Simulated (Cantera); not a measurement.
Mixture: 43.1 % H2, 12.0 % O2, 44.9 % N2, at 760 Torr, adiabatic and at constant pressure. Ignition delay is the time to a rise of 400 K.

Computed with Cantera and the H2/O2 subset of GRI-Mech 3.0, which has no nitrogen chemistry. Where the delays flatten at high temperature, the 400 K rule measures the pace of heat release, not the induction time.

### Question
Predict: delay at 1000 K; delay at 1200 K; delay at 1400 K; delay at 1600 K; delay at 1800 K.

### Answer
```json
{
 "delay at 1000 K": "0.371 ms",
 "delay at 1200 K": "50.5 µs",
 "delay at 1400 K": "22.8 µs",
 "delay at 1600 K": "16.2 µs",
 "delay at 1800 K": "15.6 µs"
}
```
